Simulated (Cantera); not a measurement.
What does this Cantera script print?

```python
import numpy as np
import cantera as ct

gas_names = """
    CL CL2 H HCL H2 Si SiCL SiCL2 SiCL3 SiCL4 SiH SiHCL3 SiH2 SiH2CL2 SiH3 SiH3CL SiH4 Si2 Si3
""".split()
cond_names = """
    Si(cr) Si(L)
""".split()


# ... load() reads the species with a 1 bar reference pressure and builds the phases ...
atoms = {
    'Si': {'Si': 1},
    'HCl': {'H': 1, 'CL': 1},
    'H2': {'H': 2},
}
top_T = {}  # K; cautious upper limits of use, not melting points


# ... equilibrate(T, P, feed) seeds the gas with the atoms and calls Mixture.equilibrate('TP', solver="vcs", rtol=1e-11, max_steps=5000) ...
results = []
feed = {'Si': 1, 'HCl': 18, 'H2': 0.43}  # mol
T = 898.15  # K
P = 59  # Pa
mix = equilibrate(T, P, feed)
results.append((T, P, feed, dict(zip(mix.species_names, mix.species_moles))))
x = sorted(zip(gas.X, gas.species_names), reverse=True)
print(f"T = {T:g} K  P = {P:g} Pa  gas = {mix.phase_moles(0):.4g} mol")
print("   x: " + "  ".join(f"{s} {v:.3e}" for v, s in x if v > 0.001))
print("   condensed (mol): " + ("  ".join(f"{mix.phase(i).name} {mix.phase_moles(i):.4g}"
      for i in range(1, mix.n_phases) if mix.phase_moles(i) > 1e-12) or "none"))
```

Output:

```
T = 898.15 K  P = 59 Pa  gas = 17.43 mol
   x: HCL 8.032e-01  H2 1.394e-01  SiCL4 5.733e-02
   condensed (mol): none
```

Method: chemical equilibrium by Gibbs-energy minimisation in Cantera with the NASA 1993 tables (ideal gas, pure condensed phases). The tables' values for SiCl3 are old estimates; treat these amounts as uncertain.
